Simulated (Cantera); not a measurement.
Feed: 1 mol Al2O3, 0.45 mol Cl2, 0.068 mol N2, equilibrated at 950 K and 0.100 bar.

These are equilibrium values from Cantera (NASA tables, ideal gas, pure condensed phases), not measurements of a reactor. Candidate condensed phases: Al, AlCl3, AlN, Al2O3; 24 gas species. Condensed phases not in the tables: AlOCl. The numbers say what is thermodynamically allowed, not how fast it happens.

Base state: Cl2 0.868, N2 0.131, Cl 0.000521, AlCl3 2.34e-5, O2 1.75e-5 (mole fractions); condensed: Al2O3(s).

### Question
What changes in the equilibrium state with this change: Al2O3 replaced by AlN?

### Answer
```
species          before    after
-------------  --------  -------
AlCl3           2.34e-5    0.570
N2                0.131    0.424
Al2Cl6            <1e-9  0.00671
Cl2               0.868    <1e-9
Cl             0.000521    <1e-9
O2              1.75e-5        0
Al2O3(s), mol     1.000        0
AlN(s), mol           0    0.700
```
